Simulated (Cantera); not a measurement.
Input: 1 mol borazine, 7.4 mol H₂, 1.9 mol NH₃, held at 2300 K and 16.0 Pa.

These are equilibrium values from Cantera (NASA tables, ideal gas, pure condensed phases), not measurements of a reactor. Candidate condensed phases: B, BN; 15 gas species. The feed counts by its element totals alone. The tables' values for BH₂ are old estimates; treat these amounts as uncertain. Equilibrium is a limit: real reactors are often held back by kinetics, nucleation or transport.

Base state: H 0.461, H₂ 0.364, N₂ 0.110, B 0.0634, BH₂ 0.000757, BH 0.000424, BN 0.000147 (mole fractions); condensed: B(s).

What changes in the equilibrium state with this change: borazine replaced by B₂H₆?


```tsv
species	before	after
H	0.461	0.486
H₂	0.364	0.403
B	0.0634	0.0634
N₂	0.110	0.0463
BN	0.000147	9.55e-5
BH₂	0.000757	0.000838
B(s), mol	1.56	0.674
```

What changes in the equilibrium state with this change: borazine replaced by B?


```
species      before     after
---------  --------  --------
H             0.461     0.482
H₂            0.364     0.397
B            0.0634    0.0610
N₂            0.110    0.0591
BN         0.000147  0.000104
BH₂        0.000757  0.000794
B(s), mol      1.56         0
```

What changes in the equilibrium state with this change: temperature from 2300 K to 1650 K?


| species | before | after |
|---|---|---|
| H₂ | 0.364 | 0.926 |
| N₂ | 0.110 | 0.0667 |
| H | 0.461 | 0.00691 |
| B | 0.0634 | 9.76e-8 |
| BH₂ | 0.000757 | 5.21e-6 |
| BN | 0.000147 | 1.06e-9 |
| BH | 0.000424 | 1.29e-8 |
| B(s), mol | 1.56 | 0 |
| BN(s), mol | 0 | 3.00 |
